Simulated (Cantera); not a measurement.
Charge: 1 mol B₂H₆, 0.13 mol H₂O, 32 mol N₂, 1.8 mol NH₃, equilibrated at 1975 K and 1.73 Torr.

Cantera equilibrium calculation (NASA polynomials, part measured and part estimated; ideal gas, pure solids and liquids). Candidate condensed phases: B, BN, B₂O₃, B₃O₃H₃, H₂O; 39 gas species. The feed counts by its element totals alone. The tables' values for BH₂ are old estimates; treat these amounts as uncertain. Equilibrium is a limit: real reactors are often held back by kinetics, nucleation or transport.

Base state: N₂ 0.839, H₂ 0.147, H 0.0109, BO 0.00174, HBO 0.00157, B₂O₂ 4.76e-5, BH₂ 1.21e-5 (mole fractions); condensed: BN(s).

### Question
What changes in the equilibrium state with this change: temperature from 1975 K to 2300 K?

### Answer
| species | before | after |
|---|---|---|
| N₂ | 0.839 | 0.815 |
| H₂ | 0.147 | 0.110 |
| H | 0.0109 | 0.0670 |
| B | 7.77e-6 | 0.00441 |
| BN | 4.00e-7 | 0.000106 |
| BH | 3.59e-7 | 6.16e-5 |
| BN(s), mol | 1.87 | 0 |
| B(s), mol | 0 | 1.67 |
